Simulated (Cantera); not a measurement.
**CaO + Cl₂ + H₂ (oxide etching and cleaning by halides)**

A closed system holds: 1 mol CaO, 1.9 mol Cl₂, 1.2 mol H₂, held at 1.00 bar.

These are equilibrium values from Cantera (NASA tables, ideal gas, pure condensed phases), not measurements of a reactor. Candidate condensed phases: Ca, CaCl₂, CaO, Ca(OH)₂, H₂O; 21 gas species. Condensed phases not in the tables: oxide chlorides. Kinetics and transport are ignored.

| T (K) | log p HCl | log p H₂O | log p Cl₂ | log p O₂ | log p Cl | log p CaCl₂ | log p OH | log p ClO | n CaCl₂(s) | n CaCl₂(l) |
|---|---|---|---|---|---|---|---|---|---|---|
| 798 | -0.41 | -0.46 | -0.68 | -1.28 | -5.39 | -11.81 | -8.97 | -6.94 | 1.00 | 0 |
| 898 | -0.32 | -0.54 | -0.80 | -1.13 | -4.55 | -9.52 | -7.78 | -6.18 | 1.00 | 0 |
| 998 | -0.27 | -0.60 | -0.92 | -1.04 | -3.88 | -7.69 | -6.85 | -5.61 | 1.00 | 0 |
| 1098 | -0.23 | -0.66 | -1.04 | -0.98 | -3.35 | -6.28 | -6.09 | -5.16 | 0 | 1.000 |
| 1198 | -0.21 | -0.71 | -1.16 | -0.95 | -2.92 | -5.18 | -5.46 | -4.79 | 0 | 1.000 |
| 1298 | -0.19 | -0.75 | -1.28 | -0.92 | -2.55 | -4.26 | -4.92 | -4.50 | 0 | 1.000 |
| 1398 | -0.18 | -0.77 | -1.39 | -0.91 | -2.25 | -3.48 | -4.47 | -4.25 | 0 | 0.999 |
| 1498 | -0.17 | -0.80 | -1.50 | -0.90 | -1.99 | -2.81 | -4.07 | -4.05 | 0 | 0.996 |
| 1598 | -0.17 | -0.81 | -1.62 | -0.90 | -1.77 | -2.24 | -3.72 | -3.88 | 0 | 0.986 |
log p: log10 of the partial pressure in bar; n: condensed amount in mol.

From 798 K to 998 K the condensed part is CaCl₂(s). From 1098 K to 1598 K the condensed part is CaCl₂(l).
